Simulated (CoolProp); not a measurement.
Vapour-liquid equilibrium of n-hexane (1) + cyclohexane (2) at 57.35 °C; x and y are mole fractions of (1).

Computed with CoolProp (multi-fluid Helmholtz-energy mixture model, Thol 2019 and Zhou 2014; pair parameters Bell 2016).

Q: Give the bubble pressure and the first vapour's composition at x = 0.45, 0.75, 0.85. Is there an azeotrope?

A: x = 0.45: 0.5894 bar, y = 0.545; x = 0.75: 0.6514 bar, y = 0.806; x = 0.85: 0.6707 bar, y = 0.885. No azeotrope shows between x = 0.05 and 0.95.

Pair parameters are fitted to limited data, so mixtures are less certain than the pure fluids.
